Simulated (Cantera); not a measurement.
A diamond (100) surface in a fixed gas of H2 with x(CH4) = 0.0036, x(CH3) = 0.00013, at 1300 K, 0.0336 atm; coverages are run to steady state.

Cantera simulation using the Harris–Goodwin 1993 mechanism for the reconstructed diamond (100) surface; the numbers are that mechanism's predictions, not measurements.

θ: site fractions in the mechanism's names (c6HH fully hydrogenated, c6H* and c6*H radical sites, c6** diradical, c6HM methylated).

| x(H) | growth (µm/h) | θ c6HH | θ c6H* | θ c6*H | θ c6** | θ c6HM |
|---|---|---|---|---|---|---|
| 0.0001 | 0.0190 | 0.662 | 0.0286 | 0.305 | 0.00407 | ___ |
| 0.00022 | 0.0745 | 0.551 | 0.0375 | 0.401 | 0.00992 | ___ |
| 0.00048 | 0.198 | 0.471 | 0.0435 | 0.465 | 0.0189 | ___ |
| 0.0011 | 0.391 | 0.422 | 0.0468 | 0.500 | 0.0295 | ___ |
| 0.0023 | 0.583 | 0.398 | 0.0482 | 0.515 | 0.0372 | 0.000194 |
| 0.005 | 0.808 | 0.386 | 0.0489 | 0.522 | 0.0424 | 0.000205 |
| 0.011 | 1.13 | 0.380 | 0.0492 | 0.525 | 0.0453 | 0.000202 |
| 0.024 | 1.66 | 0.377 | 0.0494 | 0.526 | 0.0468 | 0.000186 |
| 0.053 | 2.51 | 0.376 | 0.0497 | 0.527 | 0.0476 | ___ |

Question: What belongs in the gaps?

Answer: 
- 0.0001, θ c6HM: 7.91e-5
- 0.00022, θ c6HM: 0.000111
- 0.00048, θ c6HM: 0.000143
- 0.0011, θ c6HM: 0.000174
- 0.053, θ c6HM: 0.000154
